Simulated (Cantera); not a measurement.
A Cantera script and its output.

```python
import numpy as np
import cantera as ct

gas = ct.Solution("gri30.yaml")
gas.TPX = 975, 660, {'H2': 0.088, 'O2': 1}
reactor = ct.IdealGasConstPressureReactor(gas, energy="off", clone=False)
net = ct.ReactorNet([reactor])
net.rtol, net.atol = 1e-08, 1e-18
show = ['H2', 'O2', 'HO2', 'H2O', 'O', 'OH']
times = np.geomspace(0.0006, 200, 15)

steps = ct.SolutionArray(gas, extra=["t"])
rows = []
print(f"{'t/s':>10s}{'T/K':>9s}{'P/Pa':>11s}" + "".join(f"{s:>11s}" for s in show))
for t in times:
    while net.time < t:
        t_next = net.step()
        steps.append(gas.state, t=t_next)
    rows.append([np.interp(t, steps.t, y) for y in (steps.T, steps.P, *steps(*show).X.T)])
    print(f"{t:10.3e}{rows[-1][0]:9.1f}{rows[-1][1]:11.4g}" + "".join(f"{x:11.3e}" for x in rows[-1][2:]))
rate = np.gradient(steps.T, steps.t)
print("integrator steps:", len(steps.t))
if steps.T.max() > steps.T[0] + 200:
    print(f"time of steepest temperature rise: {steps.t[rate.argmax()]:.4e} s")
gas.TPX = 975, 660, {'H2': 0.088, 'O2': 1}
gas.equilibrate("TP")
print(f"equilibrium (TP): T = {gas.T:.1f} K  " + "  ".join(f"{s} {gas[s].X[0]:.3e}" for s in show))
```

Result:

```
       t/s      T/K       P/Pa         H2         O2        HO2        H2O          O         OH
 6.000e-04    975.0        660  8.088e-02  9.191e-01  1.070e-10  6.555e-11  6.826e-11  3.607e-11
 1.488e-03    975.0        660  8.088e-02  9.191e-01  2.708e-10  8.677e-10  5.501e-10  2.418e-10
 3.691e-03    975.0        660  8.088e-02  9.191e-01  1.040e-09  5.005e-08  2.557e-08  1.083e-08
 9.154e-03    975.0        660  8.021e-02  9.187e-01  2.096e-06  4.996e-04  2.493e-04  1.052e-04
 2.270e-02    975.0        660  2.429e-03  8.818e-01  4.981e-06  6.832e-02  2.526e-02  2.248e-03
 5.631e-02    975.0        660  9.512e-04  9.010e-01  4.612e-06  7.888e-02  1.213e-02  1.371e-03
 1.397e-01    975.0        660  2.190e-04  9.124e-01  3.170e-06  8.329e-02  2.873e-03  6.155e-04
 3.464e-01    975.0        660  3.332e-05  9.152e-01  1.392e-06  8.410e-02  4.474e-04  2.343e-04
 8.592e-01    975.0        660  4.913e-06  9.156e-01  4.249e-07  8.423e-02  6.985e-05  9.261e-05
 2.131e+00    975.0        660  8.647e-07  9.157e-01  1.134e-07  8.427e-02  1.332e-05  4.065e-05
 5.285e+00    975.0        660  1.913e-07  9.157e-01  3.185e-08  8.428e-02  3.184e-06  1.991e-05
 1.311e+01    975.0        660  5.158e-08  9.157e-01  9.916e-09  8.429e-02  9.099e-07  1.064e-05
 3.251e+01    975.0        660  1.599e-08  9.157e-01  3.387e-09  8.429e-02  2.932e-07  6.036e-06
 8.064e+01    975.0        660  5.430e-09  9.157e-01  1.256e-09  8.429e-02  1.020e-07  3.558e-06
 2.000e+02    975.0        660  1.956e-09  9.157e-01  5.280e-10  8.429e-02  3.733e-08  2.151e-06
integrator steps: 1978
equilibrium (TP): T = 975.0 K  H2 4.442e-11  O2 9.157e-01  HO2 4.879e-10  H2O 8.429e-02  O 8.553e-10  OH 3.252e-07
```

Cantera simulation using GRI-Mech 3.0 (53 species, 325 reactions); the numbers are that mechanism's predictions, not measurements. Radical loss at walls, strong at low pressure, is not modelled. The temperature is held fixed by assumption; the heat of reaction is taken as removed at once.
